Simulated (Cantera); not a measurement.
Feed: 1 mol acetone, 1.5 mol H2, 0.00027 mol H2O, held at 7.20 bar.

Method: chemical equilibrium by Gibbs-energy minimisation in Cantera with the NASA 1993 tables (ideal gas, pure condensed phases). Candidate condensed phases: C, C6H6, C7H8, C8H18, H2O; 110 gas species. The feed counts by its element totals alone. Kinetics and transport are ignored.

Task: At 1398 K, list the 4 most abundant gas species with their mole fractions, and the condensed phases.

Result: H2 0.794, CO 0.181, CH4 0.0198, H2O 0.00393. Condensed: C(graphite).
